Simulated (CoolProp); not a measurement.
A single-stage vapour-compression cycle with the fluid: evaporating at 277.15 K (dew point), condensing at 339.15 K (bubble point), superheat 0 K, subcooling 2 K, compressor efficiency 0.65, no pressure losses. The same conditions are run with several fluids, on thermodynamics alone (safety and materials aside).

Computed with CoolProp (reference Helmholtz-energy equation of state of each fluid (n-perfluorohexane: Gao 2022; n-butane: Bücker 2006; propane: Lemmon 2009; ammonia: Gao 2020; n-perfluorobutane: Gao 2022; carbonyl sulfide: Lemmon 2006)).

Q: Rank n-perfluorohexane, n-butane, propane, ammonia, n-perfluorobutane, carbonyl sulfide by cooling COP, highest first.

A: ammonia (2.24), n-butane (2.12), carbonyl sulfide (2.10), propane (1.86), n-perfluorohexane (1.47), n-perfluorobutane (1.15)

```csv
fluid,pressure ratio,discharge temperature (K),refrigerating effect (kJ/kg),volumetric capacity (kJ/m³)
n-perfluorohexane,12.6,339.1,34.7,55.2
n-butane,6.15,349.2,231,733
propane,4.47,359.7,198,2310
ammonia,6.07,471.4,953,3790
n-perfluorobutane,6.50,339.1,25.6,359
carbonyl sulfide,4.29,412.6,181,3880
```

The compression ends wet for: n-perfluorohexane; n-perfluorobutane.
